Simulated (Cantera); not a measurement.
A freely propagating, adiabatic, planar premixed flame of 6.72 % CH4, 19.5 % O2, 73.3 % N2, 0.471 % H2, unburnt at 625 K and 100.0 Torr; mixture-averaged transport, grid criteria slope 0.08 and curve 0.16, no radiation.

Detailed kinetics in Cantera: GRI-Mech 3.0 (53 species, 325 reactions). Burning velocities carry a grid error of a few per cent, more on coarse grids.

Predict: laminar burning velocity; thermal thickness; peak x(HO2).


```json
{
 "laminar_burning_velocity": "168 cm/s",
 "thermal_thickness": "2.19 mm",
 "peak x(HO2)": "0.000154"
}
```
